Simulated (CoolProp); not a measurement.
Values from CoolProp's reference Helmholtz-energy equation of state, Zhou 2011.

For dimethyl carbonate, give the phase and the density (kg/m³), cp (kJ/(kg K)), cv (kJ/(kg K)), Joule-Thomson coefficient (K/MPa) at 208.95 °C and 5520 kPa.


- 208.95 °C and 5520 kPa: liquid; density 794, cp 2.32, cv 1.67, Joule-Thomson coefficient 0.0982
